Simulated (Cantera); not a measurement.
Cantera run:

```python
import numpy as np
import cantera as ct

gas_names = """
    CL CL2 H HCL H2 N NH NH2 NH3 N2 N2H2 N2H4 Si SiCL SiCL2 SiCL3 SiCL4 SiH SiHCL3 SiH2 SiH2CL2 SiH3
    SiH3CL SiH4 SiN Si2 Si2N Si3
""".split()
cond_names = """
    NH4CL(a) NH4CL(b) Si(cr) Si(L) Si3N4(a)
""".split()


def load(file, names, dense=False):
    # The tables refer to 1 bar. Condensed volumes are neglected.
    table = {s.name: s for s in ct.Species.list_from_file(file)}
    out = []
    for n in names:
        d = dict(table[n].input_data)
        d["thermo"] = dict(d["thermo"], **{"reference-pressure": 1e5})
        if dense:
            d["equation-of-state"] = {"model": "constant-volume", "density": "1e6 g/cm^3"}
        out.append(ct.Species.from_dict(d))
    return out


gas = ct.Solution(thermo="ideal-gas", species=load("nasa_gas.yaml", gas_names))
cond = {s.name: ct.Solution(thermo="fixed-stoichiometry", species=[s], name=s.name)
        for s in load("nasa_condensed.yaml", cond_names, dense=True)}
atoms = {
    'SiCl4': {'Si': 1, 'CL': 4},
    'N2': {'N': 2},
    'NH3': {'N': 1, 'H': 3},
}
top_T = {'Si3N4(a)': 2400}  # K; cautious upper limits of use, not melting points


def equilibrate(T, P, feed):
    n = {}
    for name, mol in feed.items():
        for a, k in atoms[name].items():
            n[a] = n.get(a, 0.0) + k * mol
    gas.TPX = T, P, n
    mass = sum(n.values()) * gas.mean_molecular_weight
    gas.equilibrate("TP")
    valid = [c for c in cond.values() if c.min_temp <= T <= top_T.get(c.name, c.max_temp)]
    mix = ct.Mixture([(gas, mass / gas.mean_molecular_weight)] + [(c, 0.0) for c in valid])
    mix.T, mix.P = T, P
    mix.equilibrate("TP", solver="vcs", rtol=1e-11, max_steps=5000)
    return mix


results = []
P = 100000  # Pa
for T in [1675, 1700, 1725, 1750, 1775, 1800, 1825, 1850, 1875, 1900]:
    for m in [0.12, 0.28, 0.64, 1.4, 3.3, 7.4, 17, 38]:
        feed = {'SiCl4': 1, 'N2': 2.7, 'NH3': m}  # mol
        mix = equilibrate(T, P, feed)
        results.append((T, P, feed, dict(zip(mix.species_names, mix.species_moles))))

for T, P, feed, n in results:
    print(f"{T:7g} {feed['NH3']:10.4g}  " + (" + ".join(c for c in cond_names if n.get(c, 0) > 1e-12) or "gas only"))
```

Output:

```
   1675       0.12  gas only
   1675       0.28  gas only
   1675       0.64  Si3N4(a)
   1675        1.4  Si3N4(a)
   1675        3.3  Si3N4(a)
   1675        7.4  Si3N4(a)
   1675         17  Si3N4(a)
   1675         38  Si3N4(a)
   1700       0.12  gas only
   1700       0.28  gas only
   1700       0.64  Si3N4(a)
   1700        1.4  Si3N4(a)
   1700        3.3  Si3N4(a)
   1700        7.4  Si3N4(a)
   1700         17  Si3N4(a)
   1700         38  Si3N4(a)
   1725       0.12  gas only
   1725       0.28  gas only
   1725       0.64  Si3N4(a)
   1725        1.4  Si3N4(a)
   1725        3.3  Si3N4(a)
   1725        7.4  Si3N4(a)
   1725         17  Si3N4(a)
   1725         38  Si3N4(a)
   1750       0.12  gas only
   1750       0.28  gas only
   1750       0.64  gas only
   1750        1.4  Si3N4(a)
   1750        3.3  Si3N4(a)
   1750        7.4  Si3N4(a)
   1750         17  Si3N4(a)
   1750         38  Si3N4(a)
   1775       0.12  gas only
   1775       0.28  gas only
   1775       0.64  gas only
   1775        1.4  Si3N4(a)
   1775        3.3  Si3N4(a)
   1775        7.4  Si3N4(a)
   1775         17  Si3N4(a)
   1775         38  Si3N4(a)
   1800       0.12  gas only
   1800       0.28  gas only
   1800       0.64  gas only
   1800        1.4  Si3N4(a)
   1800        3.3  Si3N4(a)
   1800        7.4  Si3N4(a)
   1800         17  Si3N4(a)
   1800         38  Si3N4(a)
   1825       0.12  gas only
   1825       0.28  gas only
   1825       0.64  gas only
   1825        1.4  Si3N4(a)
   1825        3.3  Si3N4(a)
   1825        7.4  Si3N4(a)
   1825         17  Si3N4(a)
   1825         38  Si3N4(a)
   1850       0.12  gas only
   1850       0.28  gas only
   1850       0.64  gas only
   1850        1.4  gas only
   1850        3.3  Si3N4(a)
   1850        7.4  Si3N4(a)
   1850         17  Si3N4(a)
   1850         38  Si3N4(a)
   1875       0.12  gas only
   1875       0.28  gas only
   1875       0.64  gas only
   1875        1.4  gas only
   1875        3.3  Si3N4(a)
   1875        7.4  Si3N4(a)
   1875         17  Si3N4(a)
   1875         38  Si3N4(a)
   1900       0.12  gas only
   1900       0.28  gas only
   1900       0.64  gas only
   1900        1.4  gas only
   1900        3.3  Si3N4(a)
   1900        7.4  Si3N4(a)
   1900         17  Si3N4(a)
   1900         38  Si3N4(a)
```

These are equilibrium values from Cantera (NASA tables, ideal gas, pure condensed phases), not measurements of a reactor. The tables' values for SiCl3 are old estimates.
